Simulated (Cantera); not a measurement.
Input: 1 mol SiCl4, 1.9 mol H2, equilibrated at 927 °C and 3.70 bar.

These are equilibrium values from Cantera (NASA tables, ideal gas, pure condensed phases), not measurements of a reactor. The tables' values for SiCl3 are old estimates; treat these amounts as uncertain. Kinetics and transport are ignored.

```json
[
 {"species": "H2", "before": "0.584", "after": "0.556"},
 {"species": "SiCl4", "before": "0.274", "after": "0.244"},
 {"species": "HCl", "before": "0.0722", "after": "0.105"},
 {"species": "SiCl3", "before": "0.00604", "after": "0.0185"},
 {"species": "SiHCl3", "before": "0.0603", "after": "0.0661"},
 {"species": "SiCl2", "before": "0.00117", "after": "0.00760"},
 {"species": "SiH3Cl", "before": "1.37e-5", "after": "2.83e-5"},
 {"species": "SiH2Cl2", "before": "0.00174", "after": "0.00257"}
]
```
Gas species are given as mole fractions.

What was changed between the two runs?
A) temperature from 927 °C to 502 °C
B) temperature from 927 °C to 1000 °C
C) temperature from 927 °C to 727 °C
D) temperature from 927 °C to 1052 °C

D, temperature from 927 °C to 1052 °C
